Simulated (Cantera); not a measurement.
Hydrocarbon pyrolysis for carbon deposition

An isothermal, constant-pressure homogeneous reactor starts with CH4 : N2 = 1 : 39 (molar parts), at 1498 K and 10.00 Torr.

Model: GRI-Mech 3.0 (53 species, 325 reactions), integrated in Cantera. GRI-Mech 3.0 stops at C3 and has no aromatics, soot or wall deposition, so with more carbon than oxygen in the feed, carbon stays in small species such as C2H2 where larger ones or solid carbon would form. Radical loss at walls, strong at low pressure, is not modelled.

| t (s) | x CH4 | x H | x C2H4 | x CH2 | x C2H6 | x C2H2 |
|---|---|---|---|---|---|---|
| 1.00e-5 | 0.0250 | 1.03e-9 | <1e-12 | <1e-12 | <1e-12 | <1e-12 |
| 7.17e-5 | 0.0250 | 6.08e-9 | <1e-12 | <1e-12 | <1e-12 | <1e-12 |
| 0.000514 | 0.0250 | 1.58e-8 | <1e-12 | <1e-12 | <1e-12 | <1e-12 |
| 0.00369 | 0.0250 | 1.64e-8 | 2.85e-11 | 1.51e-12 | 1.25e-11 | <1e-12 |
| 0.0265 | 0.0250 | 1.69e-8 | 1.17e-8 | 5.51e-11 | 3.77e-9 | 6.42e-11 |
| 0.190 | 0.0250 | 3.93e-8 | 4.10e-6 | 2.41e-9 | 4.59e-7 | 1.78e-7 |
| 1.36 | 0.0228 | 1.55e-6 | 0.000587 | 5.00e-8 | 1.18e-5 | 0.000391 |
| 9.76 | 0.00967 | 9.99e-6 | 0.000110 | 2.87e-8 | 2.25e-6 | 0.00732 |
| 70.0 | 0.00118 | 2.24e-5 | 3.57e-6 | 7.99e-9 | 6.03e-8 | 0.0116 |
x: mole fraction; the columns are a selection and need not sum to one.

Equilibrium at this temperature and pressure: CH4 3.48e-6, H 2.87e-5, C2H4 2.61e-7, CH2 3.57e-11, C2H6 1.11e-12, C2H2 0.00186 (gas phase only).
